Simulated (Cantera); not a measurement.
An adiabatic, constant-pressure homogeneous reactor starts with H2 : O2 : N2 = 1 : 0.633 : 2.38 (molar parts), at 1023 K and 0.240 bar. Integrator tolerance rtol = 1e-08.

Detailed kinetics in Cantera: the H2/O2 subset of GRI-Mech 3.0, which has no nitrogen chemistry.

What does this change do: initial temperature 1023 to 1250 K?


```csv
quantity,before,after
time of steepest temperature rise,0.547 ms,0.143 ms
temperature at 0.800 s,2512 K,2594 K
equilibrium temperature,2512 K,2594 K
x(H2) at 0.800 s,0.0164 (gas-phase equilibrium 0.0164),0.0224 (gas-phase equilibrium 0.0224)
x(O2) at 0.800 s,0.0383 (gas-phase equilibrium 0.0383),0.0392 (gas-phase equilibrium 0.0392)
x(H) at 0.800 s,0.00697 (gas-phase equilibrium 0.00697),0.0115 (gas-phase equilibrium 0.0115)
x(H2O) at 0.800 s,0.247 (gas-phase equilibrium 0.247),0.234 (gas-phase equilibrium 0.234)
x(H2O2) at 0.800 s,1.72e-7 (gas-phase equilibrium 1.72e-7),1.94e-7 (gas-phase equilibrium 1.94e-7)
x(OH) at 0.800 s,0.0221 (gas-phase equilibrium 0.0221),0.0277 (gas-phase equilibrium 0.0277)
x(O) at 0.800 s,0.00617 (gas-phase equilibrium 0.00617),0.00923 (gas-phase equilibrium 0.00923)
```

What does this change do: constant volume in place of constant pressure?


```tsv
quantity	before	after
time of steepest temperature rise	0.547 ms	0.534 ms
temperature at 0.800 s	2512 K	2700 K
equilibrium temperature	2512 K	2700 K
x(H2) at 0.800 s	0.0164 (gas-phase equilibrium 0.0164)	0.0228 (gas-phase equilibrium 0.0228)
x(O2) at 0.800 s	0.0383 (gas-phase equilibrium 0.0383)	0.0388 (gas-phase equilibrium 0.0388)
x(H) at 0.800 s	0.00697 (gas-phase equilibrium 0.00697)	0.0114 (gas-phase equilibrium 0.0114)
x(H2O) at 0.800 s	0.247 (gas-phase equilibrium 0.247)	0.232 (gas-phase equilibrium 0.232)
x(H2O2) at 0.800 s	1.72e-7 (gas-phase equilibrium 1.72e-7)	3.63e-7 (gas-phase equilibrium 3.63e-7)
x(OH) at 0.800 s	0.0221 (gas-phase equilibrium 0.0221)	0.0296 (gas-phase equilibrium 0.0296)
x(O) at 0.800 s	0.00617 (gas-phase equilibrium 0.00617)	0.00943 (gas-phase equilibrium 0.00943)
```
